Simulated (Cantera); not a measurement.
Input: 1 mol Pb, 0.068 mol CO, 57 mol H₂, held at 1000 Pa.

Method: chemical equilibrium by Gibbs-energy minimisation in Cantera with the NASA 1993 tables (ideal gas, pure condensed phases). Candidate condensed phases: C, C₆H₆, C₇H₈, C₈H₁₈, H₂O, Pb, PbO, PbO₂, Pb₃O₄; 113 gas species. Rates play no part.

**Question.** Which condensed phases are stable at each of these points (T (K)): 1025, 1075, 1125, 1175, 1225, 1275, 1325, 1375, 1425?

**Answer.** 
| T (K) | condensed phases | Pb condensed (%) |
|---|---|---|
| 1025 | Pb(l) | 84.1 |
| 1075 | Pb(l) | 56.3 |
| 1125 | gas only | 0.0 |
| 1175 | gas only | 0.0 |
| 1225 | gas only | 0.0 |
| 1275 | gas only | 0.0 |
| 1325 | gas only | 0.0 |
| 1375 | gas only | 0.0 |
| 1425 | gas only | 0.0 |

From 1025 K to 1075 K the condensed part is Pb(l). From 1125 K to 1425 K nothing is condensed.
